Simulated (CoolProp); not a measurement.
Properties of dimethyl ether along the isobar 2.78 MPa (Tc = 400.4 K, pc = 5.337 MPa, ω = 0.196).

Model: reference Helmholtz-energy equation of state, Wu 2011, in CoolProp.

| T (K) | phase | Z | cv (kJ/(kg K)) | speed of sound (m/s) | Joule-Thomson coefficient (K/MPa) | isothermal compressibility (1/MPa) | viscosity (µPa s) |
|---|---|---|---|---|---|---|---|
| 345.2 | liquid | 0.07715 | 1.641 | 607.2 | 0.2236 | 0.008008 | 86.0 |
| 360 | liquid | 0.07918 | 1.688 | 495.7 | 0.5709 | 0.01388 | 73.2 |
| 374.7 | gas | 0.7063 | 1.705 | 210.6 | 15.00 | (withheld) | 12.6 |
| 389.5 | gas | 0.7572 | 1.689 | 226.2 | 12.39 | 0.5065 | 13.0 |
| 404.3 | gas | 0.7941 | 1.693 | 238.7 | 10.54 | (withheld) | 13.5 |
| 419 | gas | 0.8222 | 1.708 | 249.3 | (withheld) | 0.4476 | 13.9 |
| 433.8 | gas | 0.8449 | 1.732 | 258.7 | 8.012 | 0.4317 | 14.4 |
| 448.5 | gas | 0.8634 | (withheld) | 267.1 | 7.111 | 0.4201 | 14.9 |

Fill in the missing entries.


- 374.7, isothermal compressibility (1/MPa): 0.5739
- 404.3, isothermal compressibility (1/MPa): 0.4703
- 419, Joule-Thomson coefficient (K/MPa): 9.130
- 448.5, cv (kJ/(kg K)): 1.760

Viscosity comes from a separate model (Meng 2012).
